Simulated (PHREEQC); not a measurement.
Dissolve 38 mmol/kgw CuSO4, 0.031 mmol/kgw H2SO4 and 38 mmol/kgw NaCl at 25 °C. Closed to the air; pH follows from the charge balance.

All values are PHREEQC results (ion-association model, wateq4f.dat), not measurements.

Precipitation was switched off in this run.

Problem. Predict the pH, ionic strength.

Solution. pH 4.44; ionic strength 0.131 mol/kgw.

Problem. In which forms is Cl present?

Solution. Cl- 98 %, CuCl+ 2.3 % of the Cl.

The solution is supersaturated, for example in Antlerite, Brochantite, so a real one may precipitate; this is no full list.
